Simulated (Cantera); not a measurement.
A perfectly stirred reactor is fed with 5.56 % CH4, 0.428 % C2H6, 16.2 % O2, 60.6 % N2, 17.2 % CO2, equivalence ratio 0.78, at 1.00 bar; it is adiabatic with a 775 K inlet, and is followed from long to short residence time, starting on the burning branch (τ in s: 0.29, 0.096, 0.031, 0.01, 0.0034, 0.0011, 0.00036, 0.00012, 3.9e-05, 1.3e-05).

Cantera simulation using GRI-Mech 3.0 (53 species, 325 reactions); the numbers are that mechanism's predictions, not measurements.

One state of this run: T (K) = 1952; x CH4 = 1.21e-5; x C2H6 = 1.90e-7; x O2 = 0.0376; x HO2 = 1.77e-6; x C2H2 = 3.85e-7. x: mole fraction; the columns are a selection and need not sum to one.

Problem. Which value of τ (s) does it belong to?
A. 0.010
B. 3.9e-5
C. 0.29
D. 0.031

Solution. D, 0.031
